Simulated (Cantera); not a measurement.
**Thermodynamics of carbon deposition, reforming and gasification, feed C2H5OH + CO2 + H2**

Feed: 1 mol C2H5OH, 1.2 mol CO2, 3.5 mol H2, equilibrated at 21.0 Torr.

These are equilibrium values from Cantera (NASA tables, ideal gas, pure condensed phases), not measurements of a reactor. Candidate condensed phases: C, C6H6, C7H8, C8H18, H2O; 110 gas species. The numbers say what is thermodynamically allowed, not how fast it happens.

```json
[
 {"T (K)": "723", "x H2": "0.600", "x CO": "0.0516", "x H2O": "0.177", "x CO2": "0.117", "x CH4": "0.0538", "x H": "<1e-12", "n C(graphite)": "1.57"},
 {"T (K)": "923", "x H2": "0.657", "x CO": "0.318", "x H2O": "0.0115", "x CO2": "0.0114", "x CH4": "0.00220", "x H": "1.19e-9", "n C(graphite)": "0"},
 {"T (K)": "1123", "x H2": "0.656", "x CO": "0.323", "x H2O": "0.0142", "x CO2": "0.00641", "x CH4": "9.75e-6", "x H": "2.06e-7", "n C(graphite)": "0"},
 {"T (K)": "1323", "x H2": "0.654", "x CO": "0.326", "x H2O": "0.0163", "x CO2": "0.00436", "x CH4": "2.19e-7", "x H": "7.66e-6", "n C(graphite)": "0"},
 {"T (K)": "1523", "x H2": "0.653", "x CO": "0.327", "x H2O": "0.0174", "x CO2": "0.00324", "x CH4": "1.38e-8", "x H": "0.000112", "n C(graphite)": "0"},
 {"T (K)": "1723", "x H2": "0.651", "x CO": "0.327", "x H2O": "0.0180", "x CO2": "0.00258", "x CH4": "1.68e-9", "x H": "0.000880", "n C(graphite)": "0"},
 {"T (K)": "1923", "x H2": "0.648", "x CO": "0.327", "x H2O": "0.0184", "x CO2": "0.00216", "x CH4": "3.21e-10", "x H": "0.00453", "n C(graphite)": "0"},
 {"T (K)": "2123", "x H2": "0.637", "x CO": "0.325", "x H2O": "0.0185", "x CO2": "0.00188", "x CH4": "8.25e-11", "x H": "0.0171", "n C(graphite)": "0"}
]
```
x: gas mole fraction; n: condensed amount in mol.

At 723 K the condensed part is C(graphite). From 923 K to 2123 K nothing is condensed. The main C-bearing gas is CO2 at 723 K and CO at 2123 K.
